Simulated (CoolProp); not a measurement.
Acetone along the isobar 0.101 MPa: fugacity coefficient from the reference equation and from simpler models built on Tc = 235.0 °C, pc = 4.692 MPa, ω = 0.307; each cubic takes its own stable root.

Model: reference Helmholtz-energy equation of state, Lemmon 2006, in CoolProp. It is a short technical equation, of lower accuracy than the large ones.

```csv
T (°C),phase,reference,van der Waals,Redlich-Kwong,Soave-Redlich-Kwong,Peng-Robinson
-31.55,liquid,0.01332,0.8833,0.05091,0.01193,0.01324
-18.15,liquid,0.03234,0.9693,0.1103,0.02959,0.03208
-4.65,liquid,0.07106,0.9726,0.2175,0.06637,0.07057
8.85,liquid,0.1427,0.9754,0.3944,0.1358,0.1421
22.25,liquid,0.2642,0.9778,0.6638,0.2559,0.2642
35.75,liquid,0.4601,0.9799,0.9712,0.4526,0.4621
49.25,liquid,0.7564,0.9817,0.9743,0.7548,0.7636
62.75,gas,0.9555,0.9833,0.9770,0.9737,0.9726
76.15,gas,0.9630,0.9847,0.9793,0.9765,0.9754
89.65,gas,0.9688,0.9860,0.9813,0.9789,0.9779
103.15,gas,0.9734,0.9871,0.9831,0.9811,0.9800
116.55,gas,0.9770,0.9881,0.9846,0.9829,0.9819
130.05,gas,0.9800,0.9890,0.9860,0.9846,0.9836
143.55,gas,0.9824,0.9898,0.9872,0.9861,0.9851
157.05,gas,0.9844,0.9905,0.9883,0.9874,0.9864
```

At some of these states van der Waals, Redlich-Kwong gives the other phase, because its saturation line lies elsewhere.
